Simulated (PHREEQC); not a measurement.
Make-up at 25 °C: 0.0016 mol/kgw FeCl3, 0.0005 mol/kgw H3AsO4, 3.9e-05 mol/kgw NaF and 0.026 mol/kgw Na2SO4. Closed to the air; pH follows from the charge balance.

The numbers come from PHREEQC with the ion-association model, wateq4f.dat.

The ionic strength comes out as 0.0747 mol/kgw. What activity coefficients do FeF+2, H+, SO4-2, F-, Fe3(OH)4+5 get?

FeF+2 0.41, H+ 0.84, SO4-2 0.41, F- 0.78, Fe3(OH)4+5 0.0035.

This is a speciation only: nothing precipitates in the calculation. The solution is supersaturated, for example in Jarosite-Na, Fe(OH)3(a), so a real one may precipitate; this is no full list. The database's scorodite may be far more soluble than the real mineral, and it has no iron arsenate complexes; the constant wasn't checked at its source. Fluoro complexes past AlF4- and FeF3 are missing from the database.
